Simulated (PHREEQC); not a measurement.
PHREEQC input (ion-association model, wateq4f.dat):

```
SOLUTION_MASTER_SPECIES
  Amm  AmmH+  0  AmmH  17.031  # ammonia with no redox link, constants of NH4+
SOLUTION_SPECIES
  PO4-3 + 3H+ = H3PO4  # constants of phreeqc.dat
    -log_k 21.721
    -delta_h -10.1 kJ
  AmmH+ = AmmH+
    -log_k 0
  AmmH+ = Amm + H+
    -log_k -9.252
    -delta_h 12.48 kcal
    -analytic 0.6322 -0.001225 -2835.76
    -gamma 2.5 0.0
  AmmH+ + SO4-2 = AmmHSO4-
    -log_k 1.11
    -gamma 5.0 0.0
PHASES
  Amm(g)
    Amm = Amm
    -log_k 1.770
    -delta_h -8.170 kcal
EXCHANGE_SPECIES
  AmmH+ + X- = AmmHX
    -log_k 0.6
SOLUTION 1
  temp 25
  units mol/kgw
  pH 7 charge
  F 0.256
  Amm 0.013
  P 0.059
SOLUTION 2
  temp 25
  units mol/kgw
  pH 7 charge
  Na 0.0063
END
SELECTED_OUTPUT 1
  -reset false
  -pH true
  -pe true
  -ionic_strength true
  -water true
  -totals Amm F Na P
  -molalities H+ F- Na+ PO4-3 HPO4-2 H2PO4- NaHPO4- O2 OH- HF
    HF2- H2F2 NaF AmmH+ Amm H3PO4
PRINT
  -reset false
MIX 1
  1 1
  2 0
EQUILIBRIUM_PHASES 1
  O2(g) -0.68 10
END
# ... the last block is repeated for the other 20 points of share of solution B
```

Selected output (columns that matter, 12 of 21 rows; share of solution B added in front):

```
share of solution B	pH	mu	Amm	F	Na	P	m_H+	m_Na+	m_H2PO4-	m_OH-	m_HF	m_H2F2	m_H3PO4
0	1.8059	0.030912	0.013	0.256	0	0.059	0.017912	0	0.01998	7.5644e-13	0.13933	0.050954	0.03902
0.1	1.8327	0.029121	0.0117	0.2304	0.00062999	0.053099	0.016793	0.00062819	0.018676	8.0165e-13	0.12907	0.043704	0.034423
0.2	1.8634	0.02726	0.0104	0.2048	0.00126	0.047199	0.015603	0.0012564	0.017321	8.5672e-13	0.11832	0.03671	0.029878
0.25	1.8804	0.026298	0.0097497	0.19199	0.001575	0.044249	0.014978	0.0015705	0.016621	8.8911e-13	0.11274	0.033322	0.027628
0.35	1.9191	0.024305	0.0084497	0.16639	0.0022049	0.038348	0.013656	0.0021988	0.015168	9.6719e-13	0.10111	0.02679	0.02318
0.45	1.9656	0.022198	0.0071496	0.14079	0.0028349	0.032448	0.012221	0.0028271	0.013631	1.0708e-12	0.088761	0.020637	0.018817
0.55	2.0238	0.019947	0.0058496	0.11519	0.0034648	0.026548	0.010641	0.0034556	0.011985	1.2167e-12	0.075545	0.014941	0.014563
0.65	2.1006	0.017504	0.0045497	0.089593	0.0040947	0.020648	0.0088703	0.0040841	0.010193	1.4413e-12	0.061247	0.0098149	0.010455
0.75	2.2114	0.01479	0.0032497	0.063995	0.0047246	0.014749	0.0068274	0.0047127	0.0081849	1.8434e-12	0.045545	0.0054241	0.0065637
0.8	2.2909	0.013288	0.0025998	0.051195	0.0050395	0.011799	0.0056613	0.0050271	0.0070596	2.2018e-12	0.037015	0.0035814	0.0047392
0.9	2.5806	0.0098299	0.0012999	0.025597	0.0056694	0.0058994	0.002874	0.0056559	0.0043716	4.2285e-12	0.018066	0.00085251	0.0015277
1	11.762	0.0063	0	0	0.0063	0	1.866e-12	0.0063	0	0.0063	0	0	0
```

Complexes and solids missing from the database can't appear. wateq4f.dat counts part of the HF as a dimer, H2F2, which phreeqc.dat doesn't know; its constant is uncertain. H3PO4, which wateq4f.dat lacks, is added to it with the constant of phreeqc.dat.
